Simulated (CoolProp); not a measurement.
The numbers come from the reference Helmholtz-energy equation of state, Setzmann 1991 in CoolProp.

Question: For methane, give the phase and the density (kg/m³), Joule-Thomson coefficient (K/MPa), conductivity (mW/(m K)) at 143.2 K and 0.537 MPa; 196.8 K and 0.537 MPa.

Answer: 
- 143.2 K and 0.537 MPa: gas; density 8.02, Joule-Thomson coefficient 18.4, conductivity 16.1
- 196.8 K and 0.537 MPa: gas; density 5.46, Joule-Thomson coefficient 9.68, conductivity 21.9

Thermal conductivity comes from a separate model (Friend 1989).
